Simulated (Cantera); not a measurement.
An adiabatic, constant-volume homogeneous reactor starts with CO : H2 : CH4 : O2 : N2 = 1 : 0.19 : 0.73 : 0.979 : 3.68 (molar parts), at 950 K and 10.0 bar. Integrator tolerance rtol = 1e-08.

Cantera simulation using GRI-Mech 3.0 (53 species, 325 reactions); the numbers are that mechanism's predictions, not measurements. Below about 1000 K GRI-Mech 3.0 lacks low-temperature oxidation paths.

Task: What does this change do: constant pressure in place of constant volume?

Result: 
```csv
quantity,before,after
time of steepest temperature rise,23.5 ms,26.4 ms
temperature at 1.00 s,2537 K,2204 K
equilibrium temperature,2537 K,2204 K
x(CO) at 1.00 s,0.203 (gas-phase equilibrium 0.203),0.199 (gas-phase equilibrium 0.199)
x(H2) at 1.00 s,0.101 (gas-phase equilibrium 0.101),0.105 (gas-phase equilibrium 0.105)
x(CH4) at 1.00 s,3.68e-9 (gas-phase equilibrium 4.05e-9),2.37e-9 (gas-phase equilibrium 2.62e-9)
x(C2H6) at 1.00 s,<1e-12 (gas-phase equilibrium <1e-12),<1e-12 (gas-phase equilibrium <1e-12)
x(C2H) at 1.00 s,<1e-12 (gas-phase equilibrium <1e-12),<1e-12 (gas-phase equilibrium <1e-12)
x(O2) at 1.00 s,3.01e-6 (gas-phase equilibrium 3.01e-6),2.06e-7 (gas-phase equilibrium 2.06e-7)
x(H2O) at 1.00 s,0.131 (gas-phase equilibrium 0.131),0.128 (gas-phase equilibrium 0.128)
```

Task: What does this change do: CO 1 to 0.74 parts?

Result: 
| quantity | before | after |
|---|---|---|
| time of steepest temperature rise | 23.5 ms | 23.6 ms |
| temperature at 1.00 s | 2537 K | 2582 K |
| equilibrium temperature | 2537 K | 2582 K |
| x(CO) at 1.00 s | 0.203 (gas-phase equilibrium 0.203) | 0.177 (gas-phase equilibrium 0.177) |
| x(H2) at 1.00 s | 0.101 (gas-phase equilibrium 0.101) | 0.100 (gas-phase equilibrium 0.100) |
| x(CH4) at 1.00 s | 3.68e-9 (gas-phase equilibrium 4.05e-9) | 2.55e-9 (gas-phase equilibrium 2.82e-9) |
| x(C2H6) at 1.00 s | <1e-12 (gas-phase equilibrium <1e-12) | <1e-12 (gas-phase equilibrium <1e-12) |
| x(C2H) at 1.00 s | <1e-12 (gas-phase equilibrium <1e-12) | <1e-12 (gas-phase equilibrium <1e-12) |
| x(O2) at 1.00 s | 3.01e-6 (gas-phase equilibrium 3.01e-6) | 5.22e-6 (gas-phase equilibrium 5.22e-6) |
| x(H2O) at 1.00 s | 0.131 (gas-phase equilibrium 0.131) | 0.141 (gas-phase equilibrium 0.141) |
